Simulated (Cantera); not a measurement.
An isothermal, constant-pressure homogeneous reactor starts with 4.90 % H₂, 9.61 % O₂, 85.5 % N₂, equivalence ratio 0.26, at 1025 K and 1.00 bar.

Model: the H2/O2 subset of GRI-Mech 3.0, which has no nitrogen chemistry, integrated in Cantera. The temperature is held fixed by assumption; the heat of reaction is taken as removed at once.

x: mole fraction; the columns are a selection and need not sum to one.

```json
[
 {"t (s)": "1.00e-5", "x H₂": "0.0490", "x O₂": "0.0961", "x OH": "5.73e-12", "x H₂O": "1.95e-11", "x O": "1.24e-11"},
 {"t (s)": "8.18e-5", "x H₂": "0.0490", "x O₂": "0.0961", "x OH": "2.77e-10", "x H₂O": "5.15e-9", "x O": "7.46e-10"},
 {"t (s)": "0.000669", "x H₂": "0.00805", "x O₂": "0.0769", "x OH": "0.000205", "x H₂O": "0.0417", "x O": "0.000226"},
 {"t (s)": "0.00547", "x H₂": "0.00189", "x O₂": "0.0742", "x OH": "3.81e-6", "x H₂O": "0.0483", "x O": "3.69e-6"},
 {"t (s)": "0.0447", "x H₂": "?", "x O₂": "0.0735", "x OH": "?", "x H₂O": "0.0498", "x O": "?"},
 {"t (s)": "0.366", "x H₂": "2.45e-5", "x O₂": "0.0734", "x OH": "2.42e-7", "x H₂O": "0.0502", "x O": "1.66e-8"},
 {"t (s)": "2.99", "x H₂": "?", "x O₂": "0.0734", "x OH": "?", "x H₂O": "0.0502", "x O": "1.40e-10"},
 {"t (s)": "24.5", "x H₂": "3.43e-11", "x O₂": "0.0734", "x OH": "9.60e-8", "x H₂O": "0.0502", "x O": "8.10e-11"},
 {"t (s)": "200", "x H₂": "3.38e-11", "x O₂": "0.0734", "x OH": "1.01e-7", "x H₂O": "0.0502", "x O": "9.00e-11"}
]
```

Task: Complete the blanks.

Result: 
- 0.0447, x H₂: 0.000421
- 0.0447, x OH: 1.41e-6
- 0.0447, x O: 7.66e-7
- 2.99, x H₂: 6.01e-7
- 2.99, x OH: 5.53e-8
